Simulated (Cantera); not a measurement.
# H2S + O2 (abatement and gas-phase synthesis)

Feed: 1 mol H2S, a varied amount of O2, held at 1102 °C and 25.0 Pa.

Equilibrium computed with Cantera from the NASA thermochemical tables; the gas is ideal and each condensed phase is pure. Candidate condensed phases: H2O, H2SO4, S; 19 gas species. Kinetics and transport are ignored.

From 0.12 mol O2 to 1.1 mol O2 nothing is condensed.

| n(O2) (mol) | log p H2 | log p H2O | log p SO2 | log p S2 | log p H2S |
|---|---|---|---|---|---|
| 0.12 | -3.91 | -4.41 | -6.15 | -4.10 | -5.12 |
| 0.24 | -4.05 | -4.15 | -5.37 | -4.11 | -5.25 |
| 0.37 | -4.18 | -4.03 | -4.88 | -4.14 | -5.41 |
| 0.49 | -4.29 | -3.98 | -4.60 | -4.19 | -5.54 |
| 0.62 | -4.38 | -3.96 | -4.40 | -4.26 | -5.66 |
| 0.74 | -4.45 | -3.95 | -4.28 | -4.34 | -5.78 |
| 0.87 | -4.53 | -3.95 | -4.17 | -4.44 | -5.90 |
| 0.99 | -4.59 | -3.95 | -4.10 | -4.56 | -6.03 |
| 1.1 | -4.66 | -3.95 | -4.04 | -4.69 | -6.16 |
log p: log10 of the partial pressure in bar; nothing condenses.
